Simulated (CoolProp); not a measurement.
Vapour-liquid equilibrium of carbon dioxide (1) + hydrogen sulfide (2) at 224.4 K; x and y are mole fractions of (1).

Values from CoolProp's multi-fluid Helmholtz-energy mixture model, Span 1996 and Lemmon 2006; pair parameters Kunz 2012.

```
x     bubble pressure, mixture model (bar)  bubble pressure, Raoult's law (bar)  y, mixture model  y, Raoult's law
----  ------------------------------------  -----------------------------------  ----------------  ---------------
0.05                                 2.530                                2.030             0.329            0.177
0.2                                  4.260                                2.843             0.643            0.505
0.35                                 5.297                                3.655             0.742            0.687
0.5                                  5.926                                4.468             0.794            0.803
0.65                                 6.375                                5.281             0.835            0.883
0.8                                  6.764                                6.093             0.884            0.942
0.95                                 7.099                                6.906             0.962            0.987
```

The largest gap from Raoult's law is +49.8 % in bubble pressure, at x = 0.2. No azeotrope shows between x = 0.05 and 0.95.

Pair parameters are fitted to limited data, so mixtures are less certain than the pure fluids.
